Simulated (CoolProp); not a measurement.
Water along the isobar 266 bar: density (kg/m³) from the reference equation and from simpler models built on Tc = 647.1 K, pc = 220.6 bar, ω = 0.344; each cubic takes its own stable root.

Model: reference Helmholtz-energy equation of state, Wagner 2002, in CoolProp.

```csv
T (K),phase,reference
326.4,liquid,997.8
352.4,liquid,983.7
378.5,liquid,966.6
404.5,liquid,946.9
430.6,liquid,924.5
456.7,liquid,899.5
482.7,liquid,871.9
508.8,liquid,841.0
534.8,liquid,806.4
560.9,liquid,766.5
587,liquid,719.4
613,liquid,660.5
639.1,liquid,574.4
665.1,supercritical,290.3
```

**Question.** How far does each simpler model (van der Waals, Soave-Redlich-Kwong) lie from the reference over these 14 states: mean and median of the absolute difference, and the worst?

**Answer.** 
- van der Waals: mean 48.1 %, median 51.1 %, worst -51.5 % at 456.7 K and 266 bar
- Soave-Redlich-Kwong: mean 28.1 %, median 27.6 %, worst -34.7 % at 639.1 K and 266 bar
